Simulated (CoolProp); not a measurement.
Vapour-liquid equilibrium of isobutane (1) + isobutene (2) at 14.1 bar; x and y are mole fractions of (1).

Computed with CoolProp (multi-fluid Helmholtz-energy mixture model, Bücker 2006 and Lemmon 2005; pair parameters Bell 2016).

Question: Give the bubble temperature and the first vapour's composition at x = 0.05, 0.15, 0.75. Is there an azeotrope?

Answer: x = 0.05: 86.4 °C, y = 0.055; x = 0.15: 85.8 °C, y = 0.161; x = 0.75: 83.0 °C, y = 0.759. No azeotrope shows between x = 0.05 and 0.95.

Pair parameters are fitted to limited data, so mixtures are less certain than the pure fluids.
